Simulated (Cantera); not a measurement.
Standard-state values (1 bar) from the NASA 1993 polynomials, evaluated with Cantera. Values are per mole of reaction as written; species without (g) are pure solids or liquids, kept so even where they would boil at 1 bar. ZrN: taken at fixed stoichiometry.

Q: Between 1300 and 1975 K, where is each reaction favourable under standard conditions?
- 2 OH(g) + ZrN ⇌ ZrO2 + N(g) + 2 H(g)

A: 
- 2 OH(g) + ZrN ⇌ ZrO2 + N(g) + 2 H(g): ΔG° is 42 kJ at 1300 K and -4 kJ at 1975 K; it changes sign between 1900 and 1975 K. ΔH° is 136 kJ and ΔS° 71 J/K at 1975 K.
